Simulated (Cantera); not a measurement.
A closed system holds: 1 mol (CH3)2SiCl2, 0.043 mol C2H2, 150 mol H2, 1.2 mol C2H4, at 13.0 mbar.

These are equilibrium values from Cantera (NASA tables, ideal gas, pure condensed phases), not measurements of a reactor. Candidate condensed phases: C, C6H6, C7H8, C8H18, Si, SiC; 109 gas species. The feed counts by its element totals alone. The tables' values for SiCl are old estimates; treat these amounts as uncertain. Gases not in the tables: Si2H6 and higher silanes. Equilibrium is a limit: real reactors are often held back by kinetics, nucleation or transport.

x: gas mole fraction; n: condensed amount in mol.

```json
[
 {"T (K)": "1350", "x H2": "0.987", "x H": "2.08e-5", "x HCl": "0.0128", "x C2H2 (acetylene)": "1.22e-6", "x Si": "5.83e-11", "x Cl": "2.24e-7", "x SiC2": "<1e-12", "n C(graphite)": "3.47", "n SiC(s)": "1.000"},
 {"T (K)": "1450", "x H2": "0.987", "x H": "8.24e-5", "x HCl": "0.0128", "x C2H2 (acetylene)": "4.81e-6", "x Si": "1.41e-9", "x Cl": "8.69e-7", "x SiC2": "___", "n C(graphite)": "3.48", "n SiC(s)": "1.000"},
 {"T (K)": "1550", "x H2": "0.987", "x H": "0.000274", "x HCl": "0.0128", "x C2H2 (acetylene)": "1.58e-5", "x Si": "2.25e-8", "x Cl": "2.83e-6", "x SiC2": "___", "n C(graphite)": "3.48", "n SiC(s)": "0.999"},
 {"T (K)": "1650", "x H2": "0.986", "x H": "0.000791", "x HCl": "0.0128", "x C2H2 (acetylene)": "4.50e-5", "x Si": "2.56e-7", "x Cl": "8.02e-6", "x SiC2": "___", "n C(graphite)": "3.47", "n SiC(s)": "0.999"},
 {"T (K)": "1750", "x H2": "0.985", "x H": "0.00202", "x HCl": "0.0127", "x C2H2 (acetylene)": "0.000113", "x Si": "2.20e-6", "x Cl": "2.02e-5", "x SiC2": "___", "n C(graphite)": "3.45", "n SiC(s)": "0.998"},
 {"T (K)": "1850", "x H2": "0.982", "x H": "0.00468", "x HCl": "0.0127", "x C2H2 (acetylene)": "0.000257", "x Si": "1.49e-5", "x Cl": "4.59e-5", "x SiC2": "___", "n C(graphite)": "3.41", "n SiC(s)": "0.995"},
 {"T (K)": "1950", "x H2": "0.977", "x H": "0.00994", "x HCl": "0.0126", "x C2H2 (acetylene)": "0.000534", "x Si": "8.31e-5", "x Cl": "9.59e-5", "x SiC2": "___", "n C(graphite)": "3.34", "n SiC(s)": "0.981"},
 {"T (K)": "2050", "x H2": "0.966", "x H": "0.0196", "x HCl": "0.0124", "x C2H2 (acetylene)": "0.00103", "x Si": "0.000390", "x Cl": "0.000186", "x SiC2": "___", "n C(graphite)": "3.23", "n SiC(s)": "0.919"},
 {"T (K)": "2150", "x H2": "0.948", "x H": "0.0360", "x HCl": "0.0121", "x C2H2 (acetylene)": "0.00184", "x Si": "0.00159", "x Cl": "0.000336", "x SiC2": "___", "n C(graphite)": "3.17", "n SiC(s)": "0.674"},
 {"T (K)": "2250", "x H2": "0.916", "x H": "0.0624", "x HCl": "0.0116", "x C2H2 (acetylene)": "0.00307", "x Si": "0.00471", "x Cl": "0.000572", "x SiC2": "___", "n C(graphite)": "3.26", "n SiC(s)": "0"},
 {"T (K)": "2350", "x H2": "0.875", "x H": "0.102", "x HCl": "0.0111", "x C2H2 (acetylene)": "0.00483", "x Si": "0.00476", "x Cl": "0.000927", "x SiC2": "___", "n C(graphite)": "2.59", "n SiC(s)": "0"},
 {"T (K)": "2450", "x H2": "0.816", "x H": "0.159", "x HCl": "0.0102", "x C2H2 (acetylene)": "0.00712", "x Si": "0.00454", "x Cl": "0.00142", "x SiC2": "___", "n C(graphite)": "1.63", "n SiC(s)": "0"},
 {"T (K)": "2550", "x H2": "0.738", "x H": "0.235", "x HCl": "0.00913", "x C2H2 (acetylene)": "0.00981", "x Si": "0.00418", "x Cl": "0.00205", "x SiC2": "___", "n C(graphite)": "0.344", "n SiC(s)": "0"}
]
```

### Question
What belongs in the gaps?

### Answer

- 1450, x SiC2: 1.58e-12
- 1550, x SiC2: 5.94e-11
- 1650, x SiC2: 1.43e-9
- 1750, x SiC2: 2.37e-8
- 1850, x SiC2: 2.89e-7
- 1950, x SiC2: 2.71e-6
- 2050, x SiC2: 2.03e-5
- 2150, x SiC2: 0.000125
- 2250, x SiC2: 0.000545
- 2350, x SiC2: 0.000777
- 2450, x SiC2: 0.00102
- 2550, x SiC2: 0.00125
